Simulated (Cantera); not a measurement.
Ignition delay

Mixture: CO : H2 : O2 : N2 = 1 : 0.73 : 0.865 : 3.25 (molar parts), at 0.680 bar, adiabatic and at constant pressure. Ignition delay is the time to a rise of 400 K.

Model: GRI-Mech 3.0 (53 species, 325 reactions), integrated in Cantera. Where the delays flatten at high temperature, the 400 K rule measures the pace of heat release, not the induction time.

```csv
T0 (K),delay (ms)
1173,0.105
1273,0.0732
1373,0.0585
1473,0.0523
1573,0.0515
1673,0.0544
```
